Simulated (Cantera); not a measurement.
Thermodynamics of boron, boron nitride and boron oxide, feed borazine + N2 + H2 + O2

A closed system holds: 1 mol borazine, 0.67 mol N2, 0.73 mol H2, 0.14 mol O2, equilibrated at 0.0650 bar.

Equilibrium computed with Cantera from the NASA thermochemical tables; the gas is ideal and each condensed phase is pure. Candidate condensed phases: B, BN, B2O3, B3O3H3, H2O; 39 gas species. The feed counts by its element totals alone. The tables' values for BH2 are old estimates; treat these amounts as uncertain. Kinetics and transport are ignored.

```json
[
 {"T (K)": "1823", "log p H2": "-1.29", "log p N2": "-1.96", "log p HBO": "-2.77", "log p H": "-4.01", "log p BO": "-4.25", "log p HBO2": "-3.43", "n BN(s)": "2.77"},
 {"T (K)": "1873", "log p H2": "-1.29", "log p N2": "-1.96", "log p HBO": "-2.70", "log p H": "-3.84", "log p BO": "-4.03", "log p HBO2": "-3.58", "n BN(s)": "2.76"},
 {"T (K)": "1923", "log p H2": "-1.30", "log p N2": "-1.95", "log p HBO": "-2.64", "log p H": "-3.67", "log p BO": "-3.83", "log p HBO2": "-3.77", "n BN(s)": "2.75"},
 {"T (K)": "1973", "log p H2": "-1.30", "log p N2": "-1.95", "log p HBO": "-2.61", "log p H": "-3.52", "log p BO": "-3.66", "log p HBO2": "-3.98", "n BN(s)": "2.74"},
 {"T (K)": "2023", "log p H2": "-1.30", "log p N2": "-1.95", "log p HBO": "-2.59", "log p H": "-3.37", "log p BO": "-3.51", "log p HBO2": "-4.20", "n BN(s)": "2.73"},
 {"T (K)": "2073", "log p H2": "-1.30", "log p N2": "-1.95", "log p HBO": "-2.58", "log p H": "-3.23", "log p BO": "-3.38", "log p HBO2": "-4.44", "n BN(s)": "2.72"},
 {"T (K)": "2123", "log p H2": "-1.30", "log p N2": "-1.95", "log p HBO": "-2.59", "log p H": "-3.10", "log p BO": "-3.27", "log p HBO2": "-4.69", "n BN(s)": "2.72"}
]
```
log p: log10 of the partial pressure in bar; n: condensed amount in mol.

From 1823 K to 2123 K the condensed part is BN(s). The main B-bearing gas is HBO throughout. The share of B in condensed phases is highest at 1823 K (92.4 %) and lowest at 2123 K (90.7 %).
